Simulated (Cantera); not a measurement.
Cantera run:

```python
import numpy as np
import cantera as ct

gas_names = """
    C CN CO CO2 C2 CCN CNC C2N2 C2O C3 C3O2 C4 C4N2 C5 N NCO NO NO2 NO3 N2 N2O O O2 O3 Si SiC SiC2 SiN
    SiO SiO2 Si2 Si2C Si2N Si3
""".split()
cond_names = """
    C(gr) Si(cr) Si(L) SiC(b) SiO2(Lqz) SiO2(hqz) SiO2(L) Si2N2O(s) Si3N4(a)
""".split()


# ... load() reads the species with a 1 bar reference pressure and builds the phases ...
atoms = {
    'SiC': {'Si': 1, 'C': 1},
    'O2': {'O': 2},
    'N2': {'N': 2},
}
top_T = {'C(gr)': 4500, 'SiC(b)': 3050, 'Si2N2O(s)': 2100, 'Si3N4(a)': 2400}  # K; cautious upper limits of use, not melting points


# ... equilibrate(T, P, feed) seeds the gas with the atoms and calls Mixture.equilibrate('TP', solver="vcs", rtol=1e-11, max_steps=5000) ...
results = []
feed = {'SiC': 1, 'O2': 0.0084, 'N2': 3.4}  # mol
P = 1000  # Pa
for T in [1398, 1423, 1448, 1473, 1498, 1523, 1548, 1573, 1598, 1623, 1648, 1673]:
    mix = equilibrate(T, P, feed)
    results.append((T, P, feed, dict(zip(mix.species_names, mix.species_moles))))
    x = sorted(zip(gas.X, gas.species_names), reverse=True)
    print(f"T = {T:g} K  P = {P:g} Pa  gas = {mix.phase_moles(0):.4g} mol")
    print("   x: " + "  ".join(f"{s} {v:.3e}" for v, s in x if v > 0.001))
    print("   condensed (mol): " + ("  ".join(f"{mix.phase(i).name} {mix.phase_moles(i):.4g}"
          for i in range(1, mix.n_phases) if mix.phase_moles(i) > 1e-12) or "none"))
```

Result:

```
T = 1398 K  P = 1000 Pa  gas = 3.387 mol
   x: N2 9.994e-01
   condensed (mol): C(gr) 0.02789  SiC(b) 0.9702  Si2N2O(s) 0.0149
T = 1423 K  P = 1000 Pa  gas = 3.394 mol
   x: N2 9.984e-01  CO 1.555e-03
   condensed (mol): C(gr) 0.01776  SiC(b) 0.977  Si2N2O(s) 0.01151
T = 1448 K  P = 1000 Pa  gas = 3.406 mol
   x: N2 9.967e-01  CO 3.287e-03
   condensed (mol): SiC(b) 0.9888  Si2N2O(s) 0.005586
T = 1473 K  P = 1000 Pa  gas = 3.406 mol
   x: N2 9.967e-01  CO 3.284e-03
   condensed (mol): SiC(b) 0.9888  Si2N2O(s) 0.005571
T = 1498 K  P = 1000 Pa  gas = 3.406 mol
   x: N2 9.967e-01  CO 3.280e-03
   condensed (mol): SiC(b) 0.9888  Si2N2O(s) 0.005541
T = 1523 K  P = 1000 Pa  gas = 3.406 mol
   x: N2 9.967e-01  CO 3.271e-03
   condensed (mol): SiC(b) 0.9889  Si2N2O(s) 0.005483
T = 1548 K  P = 1000 Pa  gas = 3.406 mol
   x: N2 9.966e-01  CO 3.255e-03
   condensed (mol): SiC(b) 0.9889  Si2N2O(s) 0.005371
T = 1573 K  P = 1000 Pa  gas = 3.406 mol
   x: N2 9.966e-01  CO 3.224e-03
   condensed (mol): SiC(b) 0.989  Si2N2O(s) 0.005163
T = 1598 K  P = 1000 Pa  gas = 3.407 mol
   x: N2 9.965e-01  CO 3.168e-03
   condensed (mol): SiC(b) 0.9892  Si2N2O(s) 0.004787
T = 1623 K  P = 1000 Pa  gas = 3.409 mol
   x: N2 9.963e-01  CO 3.070e-03
   condensed (mol): SiC(b) 0.9895  Si2N2O(s) 0.004121
T = 1648 K  P = 1000 Pa  gas = 3.411 mol
   x: N2 9.959e-01  CO 2.902e-03  SiO 1.149e-03
   condensed (mol): SiC(b) 0.9901  Si2N2O(s) 0.002983
T = 1673 K  P = 1000 Pa  gas = 3.415 mol
   x: N2 9.954e-01  CO 2.627e-03  SiO 1.966e-03
   condensed (mol): SiC(b) 0.991  Si2N2O(s) 0.001113
```

Cantera equilibrium calculation (NASA polynomials, part measured and part estimated; ideal gas, pure solids and liquids). N2 is the only nitrogen source here; it is nearly inert below about 1500 K, so the nitride shown seldom forms there in practice. Mutual solubility and eutectic melting of coexisting phases are not modelled.
